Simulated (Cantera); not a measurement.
Feed: 1 mol SiCl4, 0.86 mol H2, 3.5 mol HCl, held at 1575 K and 22.0 bar.

Method: chemical equilibrium by Gibbs-energy minimisation in Cantera with the NASA 1993 tables (ideal gas, pure condensed phases). Candidate condensed phases: Si; 19 gas species. The tables' values for SiCl3 are old estimates; treat these amounts as uncertain. Rates play no part.

Problem. What is the equilibrium state?

Solution. x(HCl): 0.663
x(SiCl4): 0.175
x(H2): 0.151
x(SiHCl3): 0.00534
x(SiCl3): 0.00532
x(SiCl2): 0.000423
x(SiH2Cl2): 2.69e-5
x(Cl): 1.20e-5
x(H): 3.45e-6
gas amount: 5.377 mol
log10 activity of Si(s) (absent): -4.37
